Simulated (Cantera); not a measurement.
Input (Python, Cantera):

```python
import numpy as np
import cantera as ct

gas = ct.Solution("gri30.yaml")
gas.TPX = 700, 81000, {'CO': 1, 'H2': 0.47, 'O2': 0.525, 'N2': 2.57, 'H2O': 0.26}
flame = ct.FreeFlame(gas, width=0.046)
flame.set_refine_criteria(ratio=3, slope=0.08, curve=0.16)
flame.transport_model = "mixture-averaged"
flame.solve(loglevel=0, auto=True)
z, T = flame.grid, flame.T
thick = (T[-1] - T[0]) / np.gradient(T, z).max()
show = ['CO', 'H2', 'O2', 'HO2', 'N2O', 'NO']
print(f"laminar burning velocity  {flame.velocity[0] * 100:.3f} cm/s")
print(f"burnt temperature         {T[-1]:.1f} K")
print(f"thermal thickness         {thick * 1e3:.4f} mm")
print(f"grid points               {len(z)}")
z0 = z[flame.heat_release_rate.argmax()]
print(f"{'z/mm':>9s}{'T/K':>9s}{'u/(m/s)':>9s}" + "".join(f"{s:>11s}" for s in show))
rows = []
for k in (-3, -2, -1.5, -1, -0.5, -0.25, 0, 0.25, 0.5, 1, 2, 4, 8):
    zz = z0 + k * thick
    rows.append([k * thick, np.interp(zz, z, T), np.interp(zz, z, flame.velocity),
                 *(np.interp(zz, z, flame.X[gas.species_index(s)]) for s in show)])
    print(f"{rows[-1][0] * 1e3:9.3f}{rows[-1][1]:9.1f}{rows[-1][2]:9.3f}" + "".join(f"{x:11.3e}" for x in rows[-1][3:]))
```

It prints:

```
laminar burning velocity  429.000 cm/s
burnt temperature         2313.2 K
thermal thickness         0.8842 mm
grid points               140
     z/mm      T/K  u/(m/s)         CO         H2         O2        HO2        N2O         NO
   -2.653    700.0    4.290  2.073e-01  9.741e-02  1.088e-01  1.078e-10  5.457e-18 -4.335e-17
   -1.768    700.0    4.290  2.073e-01  9.741e-02  1.088e-01  1.940e-10  5.579e-18 -4.294e-17
   -1.326    700.0    4.290  2.073e-01  9.740e-02  1.088e-01  3.156e-09  9.621e-18 -2.788e-17
   -0.884    700.0    4.290  2.073e-01  9.733e-02  1.088e-01  2.395e-07  3.085e-16  1.576e-15
   -0.442    705.4    4.312  2.077e-01  9.491e-02  1.089e-01  1.143e-04  4.213e-13  2.021e-11
   -0.221    832.8    5.037  2.060e-01  8.056e-02  1.045e-01  1.448e-04  1.846e-10  1.061e-08
    0.000   1205.7    7.174  1.878e-01  4.087e-02  7.529e-02  5.357e-05  1.426e-08  6.482e-07
    0.221   1497.1    8.772  1.492e-01  2.004e-02  3.913e-02  1.942e-05  5.290e-08  4.032e-06
    0.442   1649.7    9.532  1.207e-01  2.116e-02  2.536e-02  1.027e-05  5.338e-08  8.511e-06
    0.884   1799.4   10.252  1.021e-01  2.373e-02  1.732e-02  5.810e-06  4.614e-08  1.576e-05
    1.768   1931.9   10.899  9.852e-02  2.275e-02  1.342e-02  3.824e-06  4.556e-08  2.456e-05
    3.537   2052.9   11.478  9.599e-02  2.058e-02  9.836e-03  2.387e-06  4.522e-08  3.479e-05
    7.073   2153.6   11.947  9.220e-02  1.854e-02  6.378e-03  1.370e-06  4.327e-08  4.825e-05
```

Detailed kinetics in Cantera: GRI-Mech 3.0 (53 species, 325 reactions). Burning velocities carry a grid error of a few per cent, more on coarse grids.
